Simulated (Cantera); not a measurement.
Input (Python, Cantera):

```python
import numpy as np
import cantera as ct

gas = ct.Solution("gri30.yaml")
gas.TPX = 350, 100000, {'H2': 1, 'O2': 1.06, 'N2': 5.64}
inlet = ct.Reservoir(gas, clone=True)
gas.equilibrate("HP")  # start burning
reactor = ct.IdealGasConstPressureReactor(gas, energy="on", clone=False)
exhaust = ct.Reservoir(gas, clone=True)
tau = [0.072, 0.024, 0.0084, 0.0029, 0.00097, 0.00033, 0.00011, 3.9e-05, 1.3e-05][0]
for a, b in ((inlet, reactor), (reactor, exhaust)):
    ct.MassFlowController(a, b, mdot=lambda t: reactor.mass / tau)
net = ct.ReactorNet([reactor])
show = ['H2', 'O2', 'NO2', 'N2O', 'H2O', 'H2O2']

rows = []
print(f"{'tau/s':>10s}{'T/K':>9s}" + "".join(f"{s:>11s}" for s in show))
for tau in [0.072, 0.024, 0.0084, 0.0029, 0.00097, 0.00033, 0.00011, 3.9e-05, 1.3e-05]:
    net.initial_time = 0.0
    net.advance(30 * tau)
    before = gas.X
    net.advance(40 * tau)
    drift = np.max(np.abs(gas.X - before) / (gas.X + 1e-9))
    rows.append([gas.T, *gas[show].X, drift])
    print(f"{tau:10.3e}{gas.T:9.1f}" + "".join(f"{x:11.3e}" for x in gas[show].X))
```

Output:

```
     tau/s      T/K         H2         O2        NO2        N2O        H2O       H2O2
 7.200e-02   1365.6  2.377e-04  7.772e-02  8.847e-09  9.192e-07  1.384e-01  5.291e-07
 2.400e-02   1362.1  4.923e-04  7.775e-02  5.056e-09  7.444e-07  1.380e-01  8.559e-07
 8.400e-03   1355.5  9.825e-04  7.783e-02  3.372e-09  5.715e-07  1.373e-01  1.334e-06
 2.900e-03   1342.5  1.976e-03  7.806e-02  2.705e-09  4.154e-07  1.359e-01  2.077e-06
 9.700e-04   1315.3  4.135e-03  7.877e-02  2.291e-09  2.785e-07  1.329e-01  3.309e-06
 3.300e-04   1258.0  9.425e-03  8.106e-02  1.619e-09  1.593e-07  1.262e-01  5.366e-06
 1.100e-04    350.0  1.299e-01  1.377e-01 -9.255e-22 -1.137e-22 -1.592e-16 -1.156e-19
 3.900e-05    350.0  1.299e-01  1.377e-01 -5.221e-24 -6.413e-25 -8.983e-19 -6.521e-22
 1.300e-05    350.0  1.299e-01  1.377e-01 -3.298e-25 -4.051e-26 -5.674e-20 -4.119e-23
```

Cantera simulation using GRI-Mech 3.0 (53 species, 325 reactions); the numbers are that mechanism's predictions, not measurements.
